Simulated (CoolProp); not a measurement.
Vapour-liquid equilibrium of benzene (1) + cyclohexane (2) at 403.1 K; x and y are mole fractions of (1).

Model: multi-fluid Helmholtz-energy mixture model, Thol 2012 and Zhou 2014; pair parameters Bell 2016, in CoolProp.

| x | bubble pressure (MPa) | y at the bubble point | dew pressure at overall composition x (MPa) | liquid density (mol/L) |
|---|---|---|---|---|
| 0.05 | 0.3686 | 0.065 | 0.3672 | 7.991 |
| 0.2 | 0.3844 | 0.235 | 0.3814 | 8.197 |
| 0.35 | 0.3950 | 0.381 | 0.3930 | 8.421 |
| 0.5 | 0.4006 | 0.514 | 0.4002 | 8.666 |
| 0.65 | 0.4012 | 0.642 | 0.4011 | 8.934 |
| 0.8 | 0.3964 | 0.778 | 0.3951 | 9.227 |
| 0.95 | 0.3845 | 0.937 | 0.3833 | 9.549 |

y crosses x between x = 0.5 and 0.65: the model has an azeotrope there.

Pair parameters are fitted to limited data, so mixtures are less certain than the pure fluids.
